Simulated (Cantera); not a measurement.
A freely propagating, adiabatic, planar premixed flame of 10.5 % CH₄, 16.2 % O₂, 60.7 % N₂, 12.6 % CO₂, equivalence ratio 1.3, unburnt at 523 K and 5.00 bar; unity-Lewis-number transport, grid criteria slope 0.08 and curve 0.16, no radiation.

Detailed kinetics in Cantera: GRI-Mech 3.0 (53 species, 325 reactions). Unity Lewis numbers drop preferential diffusion, which matters most where H2 and H carry the flame. Burning velocities carry a grid error of a few per cent, more on coarse grids.

**Question.** Predict: laminar burning velocity; thermal thickness; peak x(HCO); peak x(CH₂).

**Answer.** 
- laminar burning velocity: 8.15 cm/s
- thermal thickness: 0.509 mm
- peak x(HCO): 1.07e-6
- peak x(CH₂): 5.59e-6
